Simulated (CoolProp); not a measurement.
Vapour-liquid equilibrium of R125 (1) + dimethyl ether (2) at -85.25 °C; x and y are mole fractions of (1).

Model: multi-fluid Helmholtz-energy mixture model, Lemmon 2005 and Wu 2011; pair parameters Bell 2016, in CoolProp.

| x | bubble pressure (MPa) | y at the bubble point | dew pressure at overall composition x (MPa) | liquid density (mol/L) |
|---|---|---|---|---|
| 0.05 | 0.002723 | 0.081 | 0.002690 | 17.45 |
| 0.125 | 0.002879 | 0.204 | 0.002775 | 17.13 |
| 0.2 | [?] | 0.331 | 0.002873 | 16.82 |
| 0.275 | [?] | 0.456 | 0.002986 | 16.51 |
| 0.35 | 0.003694 | 0.576 | 0.003118 | 16.21 |
| 0.425 | 0.004139 | 0.684 | 0.003274 | 15.91 |
| 0.5 | 0.004699 | [?] | 0.003462 | 15.62 |
| 0.575 | 0.005382 | 0.849 | 0.003692 | 15.33 |
| 0.65 | 0.006189 | 0.905 | [?] | 15.04 |
| 0.725 | 0.007101 | 0.944 | 0.004363 | 14.75 |
| 0.8 | 0.008081 | 0.970 | 0.004893 | 14.46 |
| 0.875 | 0.009073 | 0.987 | 0.005711 | 14.16 |
| 0.95 | 0.01000 | 0.996 | 0.007286 | [?] |

### Question
Fill in the missing entries.

### Answer

- 0.2, bubble pressure (MPa): 0.003082
- 0.275, bubble pressure (MPa): 0.003348
- 0.5, y at the bubble point: 0.776
- 0.65, dew pressure at overall composition x (MPa): 0.003982
- 0.95, liquid density (mol/L): 13.87

No azeotrope shows between x = 0.05 and 0.95.

The pair parameters rest on a limited set of measurements; away from them the model extrapolates.
